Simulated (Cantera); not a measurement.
An isothermal, constant-pressure homogeneous reactor starts with CO : O2 : H2O : N2 = 0.0053 : 0.059 : 0.02 : 1 (molar parts), at 1073 K and 970000 Pa.

Detailed kinetics in Cantera: GRI-Mech 3.0 (53 species, 325 reactions).

One state of this run: x CO = 0.00468; x O2 = 0.0543; x H2O = 0.0184; x NO = <1e-12; x H2 = 7.28e-7; x CO2 = 0.000211. x: mole fraction; the columns are a selection and need not sum to one.

### Question
Which value of t (s) does it belong to?
A. 8.52
B. 0.00724
C. 0.0235
D. 90.0

### Answer
C, 0.0235
